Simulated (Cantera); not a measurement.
A closed system holds: 1 mol CH3Cl, 1.3 mol CH4, 2.9 mol H2, at 3023.15 K and 4.00 Pa.

Cantera equilibrium calculation (NASA polynomials, part measured and part estimated; ideal gas, pure solids and liquids). Candidate condensed phases: C, C6H6, C7H8, C8H18; 91 gas species. Equilibrium is a limit: real reactors are often held back by kinetics, nucleation or transport.

Base state: H 0.818, C 0.113, Cl 0.0585, C2 0.00524, C3 0.00368, H2 0.000933, HCl 9.81e-5, C2H 4.98e-5 (mole fractions); condensed: gas only.

What changes in the equilibrium state with this change: temperature from 3023.15 K to 1248 K?


```tsv
species	before	after
H2	0.000933	0.867
HCl	9.81e-5	0.133
H	0.818	6.87e-5
C	0.113	<1e-9
Cl	0.0585	9.04e-6
C2	0.00524	<1e-9
C3	0.00368	<1e-9
C2H	4.98e-5	<1e-9
C(graphite), mol	0	2.30
```
